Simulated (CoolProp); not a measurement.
A single-stage vapour-compression cycle with R365MFC: evaporating at 314.15 K (dew point), condensing at 340.15 K (bubble point), superheat 0 K, subcooling 0 K, compressor efficiency 0.9, no pressure losses. Each further row changes one setting.

Computed with CoolProp (reference Helmholtz-energy equation of state, Lemmon 2016).

```csv
case,cooling COP,pressure ratio,discharge temperature (K),refrigerating effect (kJ/kg),volumetric capacity (kJ/m³)
as stated,9.55,2.33,340.1,150,932
evaporating temperature 319.15 K,12.3,1.96,340.1,155,1130
condensing temperature 335.15 K,12.2,2.00,335.1,158,978
subcooling 5 K,10.0,2.33,340.1,158,978
superheat 10 K,9.74,2.33,342.9,161,961
compressor efficiency 0.8,8.49,2.33,340.1,150,932
```

The compression ends wet for: as stated; evaporating temperature 319.15 K; condensing temperature 335.15 K; subcooling 5 K; compressor efficiency 0.8.
